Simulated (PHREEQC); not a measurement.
# Phosphoric acid bath: an equilibrium model

Make-up at 25 °C: 0.002 mol/kgw KH2PO4, 0.00017 mol/kgw HF and 5.6e-07 mol/kgw H4SiO4. Closed to the air; pH follows from the charge balance.

Computed with PHREEQC (ion-association model, phreeqc.dat).

Each row changes one thing in this solution. This is a speciation only: nothing precipitates in the calculation.

```tsv
case	pH	ionic strength (mol/kgw)	H3PO4 (mol/kgw)	HPO4-2 (mol/kgw)	KHPO4- (mol/kgw)	SI of Quartz (SiO2)
as made	3.95	0.00212	3.08e-5	1.27e-6	4.05e-9	-2.27
H4SiO4 replaced by (NH4)2SiF6 at the same molality	3.95	0.00212	3.11e-5	1.26e-6	4.01e-9	-2.27
H4SiO4 from 5.6e-07 to 8.4e-07 mol/kgw	3.95	0.00212	3.08e-5	1.27e-6	4.05e-9	-2.10
HF left out	4.98	0.00202	2.89e-6	1.37e-5	4.39e-8	-2.27
H4SiO4 from 5.6e-07 to 5.6e-06 mol/kgw	3.95	0.00212	3.08e-5	1.27e-6	4.05e-9	-1.27
```

SiF6-2 is the database's only silicon fluoride.
